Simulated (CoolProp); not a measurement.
A single-stage vapour-compression cycle with propane: evaporating at 238.15 K (dew point), condensing at 305.15 K (bubble point), superheat 10 K, subcooling 5 K, compressor efficiency 0.85, no pressure losses. Each further row changes one setting.

Model: reference Helmholtz-energy equation of state, Lemmon 2009, in CoolProp.

```
case                              cooling COP  pressure ratio  discharge temperature (K)  refrigerating effect (kJ/kg)  volumetric capacity (kJ/m³)
--------------------------------  -----------  --------------  -------------------------  ----------------------------  ---------------------------
as stated                                2.27            8.26                      336.3                           279                          852
evaporating temperature 243.15 K         2.57            6.75                      333.7                           285                         1050
condensing temperature 300.15 K          2.54            7.30                      330.7                           292                          894
subcooling 10 K                          2.38            8.26                      336.3                           292                          893
superheat 20 K                           2.29            8.26                      346.4                           294                          860
compressor efficiency 0.75               2.01            8.26                      344.2                           279                          852
```
